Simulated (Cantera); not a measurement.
Input: 1 mol Ti, 30 mol H2, at 0.133 bar.

These are equilibrium values from Cantera (NASA tables, ideal gas, pure condensed phases), not measurements of a reactor. Candidate condensed phases: Ti; 3 gas species. The numbers say what is thermodynamically allowed, not how fast it happens.

x: gas mole fraction; n: condensed amount in mol.

```json
[
 {"T (K)": "1250", "x H2": "1.000", "x H": "1.32e-6", "x Ti": "4.99e-12", "n Ti(β)": "1.00", "n Ti(l)": "0"},
 {"T (K)": "1325", "x H2": "1.000", "x H": "[?]", "x Ti": "[?]", "n Ti(β)": "1.00", "n Ti(l)": "0"},
 {"T (K)": "1400", "x H2": "1.000", "x H": "1.33e-5", "x Ti": "5.79e-10", "n Ti(β)": "1.00", "n Ti(l)": "0"},
 {"T (K)": "1475", "x H2": "1.000", "x H": "3.55e-5", "x Ti": "4.32e-9", "n Ti(β)": "1.00", "n Ti(l)": "0"},
 {"T (K)": "1550", "x H2": "1.000", "x H": "8.63e-5", "x Ti": "2.65e-8", "n Ti(β)": "1.000", "n Ti(l)": "0"},
 {"T (K)": "1625", "x H2": "1.000", "x H": "0.000193", "x Ti": "1.37e-7", "n Ti(β)": "1.000", "n Ti(l)": "0"},
 {"T (K)": "1700", "x H2": "1.000", "x H": "[?]", "x Ti": "[?]", "n Ti(β)": "1.000", "n Ti(l)": "0"},
 {"T (K)": "1775", "x H2": "0.999", "x H": "0.000792", "x Ti": "2.39e-6", "n Ti(β)": "1.000", "n Ti(l)": "0"},
 {"T (K)": "1850", "x H2": "0.999", "x H": "0.00147", "x Ti": "8.36e-6", "n Ti(β)": "1.000", "n Ti(l)": "0"},
 {"T (K)": "1925", "x H2": "0.997", "x H": "0.00261", "x Ti": "2.64e-5", "n Ti(β)": "0.999", "n Ti(l)": "0"},
 {"T (K)": "2000", "x H2": "0.995", "x H": "0.00444", "x Ti": "7.45e-5", "n Ti(β)": "0", "n Ti(l)": "0.998"},
 {"T (K)": "2075", "x H2": "0.993", "x H": "0.00727", "x Ti": "0.000193", "n Ti(β)": "0", "n Ti(l)": "0.994"}
]
```

Task: What belongs in the gaps?

Result: 
- 1700, x H: 0.000403
- 1700, x Ti: 6.10e-7
- 1325, x H: 4.48e-6
- 1325, x Ti: 6.16e-11
